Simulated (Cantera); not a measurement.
Charge: 1 mol PbO, a varied amount of H2, 0.15 mol H2O, at 1100 K and 18.0 Pa.

Equilibrium computed with Cantera from the NASA thermochemical tables; the gas is ideal and each condensed phase is pure. Candidate condensed phases: H2O, Pb, PbO, PbO2, Pb3O4; 12 gas species. Kinetics and transport are ignored.

x: gas mole fraction; n: condensed amount in mol.

```tsv
n(H2) (mol)	x H2	x H2O	x Pb	x PbO	x Pb2	n PbO(yellow)
0.67	7.07e-5	0.531	0.434	0.0344	3.41e-6	0.277
1.5	0.189	0.434	0.377	9.15e-6	2.58e-6	0
3.2	0.506	0.264	0.230	1.27e-6	9.57e-7	0
6.9	0.733	0.143	0.124	2.55e-7	2.79e-7	0
15	___	___	___	___	___	0
33	0.937	___	___	___	___	0
71	0.970	0.0159	0.0139	2.40e-9	3.48e-9	0
150	0.986	0.00761	0.00662	5.39e-10	7.92e-10	0
330	0.994	0.00347	0.00302	1.11e-10	1.65e-10	0
720	0.997	0.00159	0.00139	2.34e-11	3.48e-11	0
```

Some entries are withheld; supply them.


- 15, x H2: 0.867
- 15, x H2O: 0.0712
- 15, x Pb: 0.0619
- 15, x PbO: 5.37e-8
- 15, x Pb2: 6.94e-8
- 33, x H2O: 0.0337
- 33, x Pb: 0.0293
- 33, x PbO: 1.11e-8
- 33, x Pb2: 1.55e-8
